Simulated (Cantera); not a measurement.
Input: 1 mol B₂O₃, 1.7 mol NH₃, held at 13.3 mbar.

Cantera equilibrium calculation (NASA polynomials, part measured and part estimated; ideal gas, pure solids and liquids). Candidate condensed phases: B, BN, B₂O₃, B₃O₃H₃, H₂O; 39 gas species. Mutual solubility and eutectic melting of coexisting phases are not modelled. Rates play no part.

**Question.** Which condensed phases are stable at each of these points (T (°C)): 900, 1100, 1300, 1500, 1700, 1900, 2100?

**Answer.** 
| T (°C) | condensed phases | B condensed (%) |
|---|---|---|
| 900 | BN(s) + B₂O₃(l) | 100.0 |
| 1100 | BN(s) + B₂O₃(l) | 99.6 |
| 1300 | BN(s) + B₂O₃(l) | 94.1 |
| 1500 | gas only | 0.0 |
| 1700 | gas only | 0.0 |
| 1900 | gas only | 0.0 |
| 2100 | gas only | 0.0 |

From 900 °C to 1300 °C the condensed part is BN(s) + B₂O₃(l). From 1500 °C to 2100 °C nothing is condensed.
